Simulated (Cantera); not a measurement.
Gas mixture: H₂ : CH₃OH = 0.24 : 0.72 (molar parts), at 0.0263 atm, frozen composition.

Cantera's kinetic-theory transport with the Lennard-Jones parameters of GRI-Mech 3.0, ideal gas; thermal conductivity in the mixture-averaged form. Polar gases are described roughly by these parameters. The composition is frozen, though it would react at the higher temperatures.

D: mixture-averaged diffusion coefficient of that species in the mixture.

```tsv
T (K)	ρ (kg/m³)	cp (J/kg/K)	μ (µPa s)	λ (mW/m/K)	Pr	D (cm²/s) CO₂	D (cm²/s) N₂	D (cm²/s) NH₃
400	0.0197	1870	?	57.3	0.439	9.07	12.5	12.5
550	0.0143	2240	?	83.7	0.493	16.7	22.4	23.5
700	0.0112	2566	?	112	0.531	26.1	34.3	37.5
850	0.00926	2819	?	140	0.553	37.1	48.1	54.0
1000	0.00787	3048	?	169	0.571	49.6	63.6	72.8
1150	0.00684	3231	?	197	0.582	63.4	80.7	93.8
1300	0.00605	3384	?	224	0.590	78.4	99.3	117
1450	0.00543	3513	42.4	251	0.594	94.7	119	142
1600	0.00492	3621	45.6	277	0.598	112	141	168
```

Q: Complete the blanks.

A: 
- 400, μ (µPa s): 13.4
- 550, μ (µPa s): 18.4
- 700, μ (µPa s): 23.1
- 850, μ (µPa s): 27.5
- 1000, μ (µPa s): 31.6
- 1150, μ (µPa s): 35.4
- 1300, μ (µPa s): 39.0
